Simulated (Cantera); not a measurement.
Gas mixture: N2 = 0.79 (molar parts), at 0.110 bar, frozen composition.

Cantera's kinetic-theory transport with the Lennard-Jones parameters of GRI-Mech 3.0, ideal gas; thermal conductivity in the multicomponent form.

One state of this run: ρ (kg/m³) = 0.0436; cp (J/kg/K) = 1134; μ (µPa s) = 37.3; λ (mW/m/K) = 59.9; Pr = 0.706; D (cm²/s) H2 = 41.2; D (cm²/s) OH = 17.2; D (cm²/s) H2O = 14.4. D: mixture-averaged diffusion coefficient of that species in the mixture.

Question: Which value of T (K) does it belong to?
(A) 850
(B) 700
(C) 1300
(D) 400

Answer: A, 850
